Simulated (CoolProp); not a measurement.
Vapour-liquid equilibrium of CH2F2 (R32) (1) + R134a (2) at 0.747 MPa; x and y are mole fractions of (1).

Model: multi-fluid Helmholtz-energy mixture model, Tillner-Roth 1997 and Tillner-Roth 1994; pair parameters Lemmon 2004, in CoolProp.

```json
[
 {"x": "0.05", "bubble temperature (K)": "299.7", "y at the bubble point": "0.102", "dew temperature at overall composition x (K)": "300.9", "liquid density (mol/L)": "11.98"},
 {"x": "0.125", "bubble temperature (K)": "___", "y at the bubble point": "0.238", "dew temperature at overall composition x (K)": "299.2", "liquid density (mol/L)": "___"},
 {"x": "0.2", "bubble temperature (K)": "293.3", "y at the bubble point": "0.355", "dew temperature at overall composition x (K)": "297.3", "liquid density (mol/L)": "12.93"},
 {"x": "0.275", "bubble temperature (K)": "290.4", "y at the bubble point": "0.457", "dew temperature at overall composition x (K)": "295.4", "liquid density (mol/L)": "13.44"},
 {"x": "0.35", "bubble temperature (K)": "287.8", "y at the bubble point": "0.545", "dew temperature at overall composition x (K)": "293.4", "liquid density (mol/L)": "13.97"},
 {"x": "0.425", "bubble temperature (K)": "285.3", "y at the bubble point": "0.623", "dew temperature at overall composition x (K)": "291.3", "liquid density (mol/L)": "14.53"},
 {"x": "0.5", "bubble temperature (K)": "283.0", "y at the bubble point": "0.692", "dew temperature at overall composition x (K)": "289.1", "liquid density (mol/L)": "15.13"},
 {"x": "0.575", "bubble temperature (K)": "280.8", "y at the bubble point": "0.753", "dew temperature at overall composition x (K)": "286.8", "liquid density (mol/L)": "15.77"},
 {"x": "0.65", "bubble temperature (K)": "278.8", "y at the bubble point": "0.808", "dew temperature at overall composition x (K)": "___", "liquid density (mol/L)": "16.45"},
 {"x": "0.725", "bubble temperature (K)": "276.8", "y at the bubble point": "0.857", "dew temperature at overall composition x (K)": "___", "liquid density (mol/L)": "17.18"},
 {"x": "0.8", "bubble temperature (K)": "275.0", "y at the bubble point": "0.901", "dew temperature at overall composition x (K)": "279.1", "liquid density (mol/L)": "___"},
 {"x": "0.875", "bubble temperature (K)": "273.3", "y at the bubble point": "0.942", "dew temperature at overall composition x (K)": "276.1", "liquid density (mol/L)": "18.84"},
 {"x": "0.95", "bubble temperature (K)": "271.6", "y at the bubble point": "0.978", "dew temperature at overall composition x (K)": "272.9", "liquid density (mol/L)": "19.78"}
]
```

Problem. What belongs in the gaps?

Solution. 
- 0.125, bubble temperature (K): 296.3
- 0.125, liquid density (mol/L): 12.45
- 0.65, dew temperature at overall composition x (K): 284.4
- 0.725, dew temperature at overall composition x (K): 281.8
- 0.8, liquid density (mol/L): 17.98

No azeotrope shows between x = 0.05 and 0.95.

Pair parameters are fitted to limited data, so mixtures are less certain than the pure fluids.
